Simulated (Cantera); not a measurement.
A closed system holds: 1 mol SiF4, 1.2 mol NH3, 7.2 mol N2, held at 700 K and 1000 Pa.

Method: chemical equilibrium by Gibbs-energy minimisation in Cantera with the NASA 1993 tables (ideal gas, pure condensed phases). Candidate condensed phases: Si, Si3N4; 37 gas species. The numbers say what is thermodynamically allowed, not how fast it happens.

What is the equilibrium state?


```
Property                              Value
--------------------------------  ---------
x(N2)                                 0.736
x(H2)                                 0.170
x(SiF4)                              0.0943
x(HF)                               1.30e-5
x(NH3)                              5.62e-6
x(SiHF3)                            2.25e-6
gas amount                        10.60 mol
log10 activity of Si(s) (absent)     -11.35
```
